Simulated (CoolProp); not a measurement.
Saturated liquid density (kg/m³) of CH3F (R41): the reference equation beside estimates from Tc = 44.1 °C, pc = 5.906 MPa, ω = 0.200. Rackett uses Z = 0.29056 − 0.08775 ω.

Values from CoolProp's reference Helmholtz-energy equation of state, Lemmon 2006. It is a short technical equation, of lower accuracy than the large ones.

| T (°C) | reference | Rackett | van der Waals | Redlich-Kwong | Soave-Redlich-Kwong | Peng-Robinson |
|---|---|---|---|---|---|---|
| -23.65 | 751.5 | 643.6 | 399.0 | 566.3 | 587.2 | 666.3 |
| -20.25 | 741.9 | 635.8 | 394.1 | 557.4 | 578.3 | 656.3 |
| -16.95 | 732.4 | 628.0 | 389.1 | 548.4 | 569.4 | 646.2 |
| -13.55 | 722.3 | 619.8 | 383.8 | 539.0 | 559.9 | 635.4 |
| -10.15 | 711.9 | 611.3 | 378.4 | 529.2 | 550.0 | 624.2 |
| -6.85 | 701.5 | 602.9 | 373.0 | 519.3 | 540.0 | 612.8 |
| -3.45 | 690.4 | 593.9 | 367.2 | 508.9 | 529.4 | 600.6 |
| -0.05 | 678.9 | 584.6 | 361.1 | 498.0 | 518.3 | 587.9 |
| 3.25 | 667.3 | 575.2 | 355.1 | 487.1 | 507.0 | 574.9 |

Absolute difference from the reference over all 9 rows, mean and median: Rackett 14.1 and 14.1 %, van der Waals 46.8 and 46.8 %, Redlich-Kwong 25.7 and 25.7 %, Soave-Redlich-Kwong 22.8 and 22.7 %, Peng-Robinson 12.4 and 12.3 %.
